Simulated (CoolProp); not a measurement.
Vapour pressure (kPa) of octamethylcyclotetrasiloxane (D4): the reference equation beside estimates from Tc = 313.4 °C, pc = 1347 kPa, ω = 0.598. Clausius-Clapeyron is anchored at 123.75 °C with a constant enthalpy of vaporisation of 44.57 kJ/mol.

Values from CoolProp's reference Helmholtz-energy equation of state, Thol 2015.

```json
[
 {"T (°C)": "83.35", "reference": "4.217", "Lee-Kesler": "4.322", "Clausius-Clapeyron": "4.660", "Redlich-Kwong": "31.58", "Soave-Redlich-Kwong": "4.315", "Peng-Robinson": "4.624"},
 {"T (°C)": "93.45", "reference": "6.631", "Lee-Kesler": "6.741", "Clausius-Clapeyron": "7.051", "Redlich-Kwong": "41.86", "Soave-Redlich-Kwong": "6.731", "Peng-Robinson": "7.130"},
 {"T (°C)": "103.55", "reference": "10.10", "Lee-Kesler": "10.20", "Clausius-Clapeyron": "10.44", "Redlich-Kwong": "54.49", "Soave-Redlich-Kwong": "10.19", "Peng-Robinson": "10.68"},
 {"T (°C)": "113.65", "reference": "14.94", "Lee-Kesler": "15.03", "Clausius-Clapeyron": "15.13", "Redlich-Kwong": "69.76", "Soave-Redlich-Kwong": "15.01", "Peng-Robinson": "15.60"},
 {"T (°C)": "123.75", "reference": "21.53", "Lee-Kesler": "21.59", "Clausius-Clapeyron": "21.53", "Redlich-Kwong": "87.97", "Soave-Redlich-Kwong": "21.58", "Peng-Robinson": "22.25"},
 {"T (°C)": "133.85", "reference": "30.30", "Lee-Kesler": "30.32", "Clausius-Clapeyron": "30.11", "Redlich-Kwong": "109.4", "Soave-Redlich-Kwong": "30.33", "Peng-Robinson": "31.04"},
 {"T (°C)": "143.95", "reference": "41.73", "Lee-Kesler": "41.70", "Clausius-Clapeyron": "41.41", "Redlich-Kwong": "134.4", "Soave-Redlich-Kwong": "41.75", "Peng-Robinson": "42.47"},
 {"T (°C)": "154.05", "reference": "56.35", "Lee-Kesler": "56.26", "Clausius-Clapeyron": "56.12", "Redlich-Kwong": "163.3", "Soave-Redlich-Kwong": "56.41", "Peng-Robinson": "57.07"},
 {"T (°C)": "164.15", "reference": "74.74", "Lee-Kesler": "74.60", "Clausius-Clapeyron": "74.99", "Redlich-Kwong": "196.4", "Soave-Redlich-Kwong": "74.91", "Peng-Robinson": "75.44"},
 {"T (°C)": "174.25", "reference": "97.55", "Lee-Kesler": "97.34", "Clausius-Clapeyron": "98.89", "Redlich-Kwong": "233.9", "Soave-Redlich-Kwong": "97.93", "Peng-Robinson": "98.22"},
 {"T (°C)": "184.35", "reference": "125.4", "Lee-Kesler": "125.2", "Clausius-Clapeyron": "128.8", "Redlich-Kwong": "276.1", "Soave-Redlich-Kwong": "126.2", "Peng-Robinson": "126.1"},
 {"T (°C)": "194.45", "reference": "159.1", "Lee-Kesler": "158.8", "Clausius-Clapeyron": "165.9", "Redlich-Kwong": "323.4", "Soave-Redlich-Kwong": "160.5", "Peng-Robinson": "160.0"},
 {"T (°C)": "204.55", "reference": "199.4", "Lee-Kesler": "199.1", "Clausius-Clapeyron": "211.5", "Redlich-Kwong": "375.9", "Soave-Redlich-Kwong": "201.6", "Peng-Robinson": "200.5"}
]
```

Absolute difference from the reference over all 13 rows, mean and median: Lee-Kesler 0.6 and 0.2 %, Clausius-Clapeyron 2.9 and 1.4 %, Redlich-Kwong 275.6 and 222.1 %, Soave-Redlich-Kwong 0.7 and 0.5 %, Peng-Robinson 3.0 and 1.8 %.
